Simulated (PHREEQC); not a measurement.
# Sulfide liquor: an equilibrium model

Make-up at 25 °C: 0.00069 mol H2S, 0.0025 mol NaCl and 3.2e-05 mol NiCl2 per kg of water. Closed to the air; pH follows from the charge balance.

Computed with PHREEQC (ion-association model, wateq4f.dat).

No solid was allowed to form.

Problem. Estimate the pH.

Solution. pH 5.05.

Problem. In which forms is S present?

Solution. H2S 99 %, HS- 1.4 % of the S.

The solution is supersaturated, for example in Millerite, so a real one may precipitate; this is no full list. Species that the database lacks are ignored. The polysulfide entries of wateq4f.dat were taken out for this run.
